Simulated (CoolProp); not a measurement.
Vapour-liquid equilibrium of methanol (1) + isohexane (2) at 0.779 MPa; x and y are mole fractions of (1).

The numbers come from the multi-fluid Helmholtz-energy mixture model, de Reuck 1993 and Lemmon 2006; pair parameters Bell 2016 in CoolProp.

**Question.** Give the bubble temperature and the first vapour's composition at x = 0.05, 0.55, 0.85. Is there an azeotrope?

**Answer.** x = 0.05: 406.0 K, y = 0.175; x = 0.55: 388.0 K, y = 0.561; x = 0.85: 391.2 K, y = 0.709. y crosses x between x = 0.55 and 0.65: the model has an azeotrope there.

Pair parameters are fitted to limited data, so mixtures are less certain than the pure fluids. With so large a gap from Raoult's law the liquid may split in two, which this calculation doesn't test in full.
